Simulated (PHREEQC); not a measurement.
Synthetic water in mg/L, 25 °C, pH 4.14, pe 8: Na 1.11; K 167; Ca 46.6; Mg 0.236; Cl 31.1; S(6) as SO4 289; Sr 0.524; Zn 0.84; F 2.09; Cu(2) 0.968.

Valence states are taken as typed.

All values are PHREEQC results (ion-association model, wateq4f.dat), not measurements.

Each row changes one thing in this solution. No solid was allowed to form.

```tsv
case	ionic strength (mol/kgw)	SO4-2 (mol/kgw)	Ca+2 (mol/kgw)	CaSO4 (mol/kgw)	F- (mol/kgw)	KSO4- (mol/kgw)	SI of Fluorite (CaF2)	SI of Gypsum (CaSO4:2H2O)
as made	0.0100	0.00271	0.000937	0.000226	9.97e-5	5.32e-5	-0.70	-1.36
K from 167 to 334 mg/L	0.0122	0.00267	0.000951	0.000211	9.98e-5	0.000102	-0.71	-1.39
all concentrations times 4 at the same typed pH	0.0368	0.00987	0.00309	0.00155	0.000399	0.000568	+0.84	-0.53
temperature from 25 to 5 °C at the same typed pH	0.0102	0.00276	0.000965	0.000197	0.000103	3.78e-5	-0.38	-1.31
```

Some of these states are supersaturated (in Fluorite, for instance). Constants without temperature data keep their 25 °C values here.
